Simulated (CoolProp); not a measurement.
Computed with CoolProp (reference Helmholtz-energy equation of state, Lemmon 2006). It is a short technical equation, of lower accuracy than the large ones.

For carbonyl sulfide, give the phase and the Z, cp (kJ/(kg K)), cv (kJ/(kg K)), Joule-Thomson coefficient (K/MPa) at 251.6 K and 7.64 MPa.


- 251.6 K and 7.64 MPa: liquid; Z 0.195, cp 1.20, cv 0.704, Joule-Thomson coefficient -0.379
